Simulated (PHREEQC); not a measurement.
Consider water at 25 °C with 0.0025 mol H2SO4, 0.00033 mol LiCl and 0.032 mol Na2SO4 per kg of water. It is in equilibrium with CO2 at log p = -3.5 (atm). Otherwise closed; pH follows from the charge balance.

Model: Pitzer model, pitzer.dat, run in PHREEQC.

Each row changes one thing in this solution. This is a speciation only: nothing precipitates in the calculation.

```tsv
case	pH	SO4-2 (mol/kgw)	HSO4- (mol/kgw)	HCO3- (mol/kgw)	SI of Mirabilite (Na2SO4:10H2O)	SI of Thenardite (Na2SO4)
as made	2.74	0.0320	0.00249	3.17e-9	-3.36	-4.29
diluted 5-fold with water	3.20	0.00664	0.000261	8.41e-9	-5.10	-6.04
0.00096 mol/kgw NaCl added	2.74	0.0320	0.00248	3.17e-9	-3.35	-4.28
temperature from 25 to 65 °C	3.04	0.0308	0.00373	3.42e-9	-4.63	-4.14
temperature from 25 to 70 °C	3.09	0.0307	0.00385	3.50e-9	-4.73	-4.12
H2SO4 from 0.0025 to 0.00125 mol/kgw	3.04	0.0320	0.00125	6.35e-9	-3.35	-4.29
```

At this temperature some constants are extrapolated from 25 °C, and those without enthalpy data are left unchanged.
